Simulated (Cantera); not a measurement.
An isothermal, constant-pressure homogeneous reactor starts with CO : O₂ : H₂O : N₂ = 0.021 : 0.039 : 0.0011 : 1 (molar parts), at 1225 K and 10.0 bar.

Detailed kinetics in Cantera: GRI-Mech 3.0 (53 species, 325 reactions).

x: mole fraction; the columns are a selection and need not sum to one.

```tsv
t (s)	x CO	x O₂	x H₂O	x N₂O	x NO	x HO₂
8.00e-6	0.0198	0.0368	0.00104	<1e-12	<1e-12	3.24e-11
2.70e-5	0.0198	0.0368	0.00104	5.47e-12	<1e-12	5.42e-10
9.12e-5	0.0198	0.0368	0.00104	5.25e-11	<1e-12	(withheld)
0.000308	0.0198	0.0368	0.00104	4.38e-10	<1e-12	5.25e-8
0.00104	0.0198	0.0367	0.00104	6.69e-9	<1e-12	7.63e-7
0.00351	0.0190	0.0364	0.00103	2.47e-7	4.06e-10	5.71e-6
0.0118	0.0157	0.0348	0.00103	1.26e-6	8.83e-9	5.77e-6
0.0400	0.00845	0.0312	0.00104	3.53e-6	7.43e-8	4.55e-6
0.135	(withheld)	0.0279	0.00104	(withheld)	(withheld)	(withheld)
0.456	4.18e-5	0.0271	0.00105	3.37e-6	4.08e-7	1.96e-7
1.54	9.81e-9	0.0271	0.00105	1.89e-7	7.18e-7	1.13e-9
5.20	1.20e-9	0.0271	0.00105	2.25e-8	7.23e-7	6.90e-10
17.5	1.20e-9	0.0271	0.00105	2.25e-8	7.23e-7	6.90e-10
59.2	1.20e-9	0.0271	0.00105	2.25e-8	7.24e-7	6.90e-10
200	1.20e-9	0.0271	0.00105	2.25e-8	7.27e-7	6.90e-10
```

Problem. Fill in the missing entries.

Solution. 
- 9.12e-5, x HO₂: 6.06e-9
- 0.135, x CO: 0.00164
- 0.135, x N₂O: 5.61e-6
- 0.135, x NO: 2.43e-7
- 0.135, x HO₂: 2.12e-6
